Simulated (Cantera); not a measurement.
Feed: 1 mol SiH₄, 2.9 mol HCl, a varied amount of N₂, at 1698 K and 1.10 mbar.

Method: chemical equilibrium by Gibbs-energy minimisation in Cantera with the NASA 1993 tables (ideal gas, pure condensed phases). Candidate condensed phases: NH₄Cl, Si, Si₃N₄; 28 gas species. The tables' values for SiCl, SiCl₃ are old estimates; treat these amounts as uncertain. Kinetics and transport are ignored.

**Question.** At 93 mol N₂, list the 7 most abundant gas species with their mole fractions, and the condensed phases.

**Answer.** N₂ 0.949, H₂ 0.0298, HCl 0.0101, SiCl₂ 0.00954, H 0.000752, Si 0.000460, Cl 0.000199. Condensed: gas only.
